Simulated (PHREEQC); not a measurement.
1.8 g of hydrous ferric oxide (600 m²/g; 0.2 weak and 0.005 strong sites per Fe, Dzombak-Morel constants, diffuse double layer) in 1 kg of water with 0.1 mol/kgw of an inert sodium salt and 8.8e-06 mol/kgw CaCl2, at 25 °C; the pH is set by adding NaOH or the inert anion's acid. O2 is buffered at 0.21 atm. No CO2 enters from the air. Nothing may precipitate in this run.

Base run: PHREEQC, ion-association model, wateq4f.dat. Each further column changes one thing. The table gives surface charge σ (C/m²).

| pH | base | background salt from 0.1 to 0.01 mol/kgw | oxide from 1.8 to 9 g/kgw | 0.0022 mol/kgw Ag2SO4 added |
|---|---|---|---|---|
| 3 | 0.363 | 0.329 | 0.364 | 0.102 |
| 4 | 0.321 | 0.222 | 0.324 | 0.099 |
| 5 | 0.215 | 0.115 | 0.218 | 0.087 |
| 6 | 0.112 | 0.050 | 0.112 | 0.061 |
| 7 | 0.045 | 0.017 | 0.045 | 0.033 |
| 8 | 0.004 | 0.001 | 0.004 | 0.003 |
| 9 | -0.034 | -0.013 | -0.034 | -0.021 |

The oxide is taken as insoluble; below pH 4 it would dissolve. In at least one series the solution becomes supersaturated in solids that the run did not let form, among them Cerargyrite.
